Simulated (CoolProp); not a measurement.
Vapour-liquid equilibrium of n-butane (1) + trans-2-butene (2) at 0.144 MPa; x and y are mole fractions of (1).

Model: multi-fluid Helmholtz-energy mixture model, Bücker 2006 and Lemmon 2005; pair parameters Bell 2016, in CoolProp.

Problem. Give the bubble temperature and the first vapour's composition at x = 0.05, 0.125, 0.725. Is there an azeotrope?

Solution. x = 0.05: 283.4 K, y = 0.056; x = 0.125: 283.2 K, y = 0.136; x = 0.725: 282.3 K, y = 0.727. y crosses x between x = 0.875 and 0.95: the model has an azeotrope there.

Pair parameters are fitted to limited data, so mixtures are less certain than the pure fluids.
